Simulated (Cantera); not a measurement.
Feed: 1 mol PbO, a varied amount of C, 7.2 mol H2, 14 mol CO, at 2200 K and 620 Pa.

Cantera equilibrium calculation (NASA polynomials, part measured and part estimated; ideal gas, pure solids and liquids). Candidate condensed phases: C, C6H6, C7H8, C8H18, H2O, Pb, PbO, PbO2, Pb3O4; 113 gas species. Equilibrium is a limit: real reactors are often held back by kinetics, nucleation or transport.

x: gas mole fraction; n: condensed amount in mol.

```json
[
 {"n(C) (mol)": "0.63", "x CO": "0.624", "x H2": "0.279", "x Pb": "0.0430", "x H": "0.0378", "x H2O": "0.0110", "x CO2": "0.00465", "x C2H2 (acetylene)": "<1e-12", "n C(graphite)": "?"},
 {"n(C) (mol)": "1.4", "x CO": "0.634", "x H2": "0.285", "x Pb": "0.0423", "x H": "0.0382", "x H2O": "6.38e-8", "x CO2": "2.69e-8", "x C2H2 (acetylene)": "0.000729", "n C(graphite)": "?"},
 {"n(C) (mol)": "2.1", "x CO": "0.634", "x H2": "0.285", "x Pb": "0.0423", "x H": "0.0382", "x H2O": "6.38e-8", "x CO2": "2.69e-8", "x C2H2 (acetylene)": "0.000729", "n C(graphite)": "?"},
 {"n(C) (mol)": "2.8", "x CO": "0.634", "x H2": "0.285", "x Pb": "0.0423", "x H": "0.0382", "x H2O": "6.38e-8", "x CO2": "2.69e-8", "x C2H2 (acetylene)": "0.000729", "n C(graphite)": "?"},
 {"n(C) (mol)": "3.5", "x CO": "0.634", "x H2": "0.285", "x Pb": "0.0423", "x H": "0.0382", "x H2O": "6.38e-8", "x CO2": "2.69e-8", "x C2H2 (acetylene)": "0.000729", "n C(graphite)": "?"},
 {"n(C) (mol)": "4.2", "x CO": "0.634", "x H2": "0.285", "x Pb": "0.0423", "x H": "0.0382", "x H2O": "6.38e-8", "x CO2": "2.69e-8", "x C2H2 (acetylene)": "0.000729", "n C(graphite)": "?"},
 {"n(C) (mol)": "5", "x CO": "0.634", "x H2": "0.285", "x Pb": "0.0423", "x H": "0.0382", "x H2O": "6.38e-8", "x CO2": "2.69e-8", "x C2H2 (acetylene)": "0.000729", "n C(graphite)": "?"},
 {"n(C) (mol)": "5.7", "x CO": "0.634", "x H2": "0.285", "x Pb": "0.0423", "x H": "0.0382", "x H2O": "6.38e-8", "x CO2": "2.69e-8", "x C2H2 (acetylene)": "0.000729", "n C(graphite)": "?"}
]
```

Question: Complete the blanks.

Answer: 
- 0.63, n C(graphite): 0
- 1.4, n C(graphite): 0.365
- 2.1, n C(graphite): 1.07
- 2.8, n C(graphite): 1.77
- 3.5, n C(graphite): 2.47
- 4.2, n C(graphite): 3.17
- 5, n C(graphite): 3.97
- 5.7, n C(graphite): 4.67
